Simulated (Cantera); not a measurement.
An isothermal, constant-pressure homogeneous reactor starts with H2 : O2 : N2 = 1.7 : 1 : 6.8 (molar parts), at 848 K and 0.128 atm. Integrator tolerance rtol = 1e-08.

Model: the H2/O2 subset of GRI-Mech 3.0, which has no nitrogen chemistry, integrated in Cantera. Radical loss at walls, strong at low pressure, is not modelled. Below about 950 K walls govern HO2 and H2O2 in real vessels. The temperature is held fixed by assumption; the heat of reaction is taken as removed at once.

Question: What does this change do: pressure from 0.128 atm to 0.444 atm?

Answer: 
```csv
quantity,before,after
x(H2) at 200 s,2.28e-5 (gas-phase equilibrium 1.76e-12),0.00116 (gas-phase equilibrium <1e-12)
x(O2) at 200 s,0.0174 (gas-phase equilibrium 0.0173),0.0179 (gas-phase equilibrium 0.0173)
x(H) at 200 s,1.44e-10 (gas-phase equilibrium <1e-12),2.58e-9 (gas-phase equilibrium <1e-12)
x(HO2) at 200 s,1.95e-7 (gas-phase equilibrium 6.87e-12),1.85e-6 (gas-phase equilibrium 9.38e-12)
x(O) at 200 s,2.76e-10 (gas-phase equilibrium <1e-12),2.39e-9 (gas-phase equilibrium <1e-12)
```
